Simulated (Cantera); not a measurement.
Input: 1 mol HCl, 2.5 mol H2, 0.35 mol N2, equilibrated at 2100 K and 7.70 bar.

Cantera equilibrium calculation (NASA polynomials, part measured and part estimated; ideal gas, pure solids and liquids). Candidate condensed phases: NH4Cl; 12 gas species. Kinetics and transport are ignored.

Base state: H2 0.649, HCl 0.259, N2 0.0908, H 0.000904, Cl 0.000266, NH3 2.08e-5 (mole fractions); condensed: gas only.

Problem. What changes in the equilibrium state with this change: temperature from 2100 K to 2850 K?

Solution. 
```csv
species,before,after
H2,0.649,0.628
HCl,0.259,0.248
N2,0.0908,0.0893
H,0.000904,0.0278
Cl,0.000266,0.00753
NH3,2.08e-5,8.69e-6
```
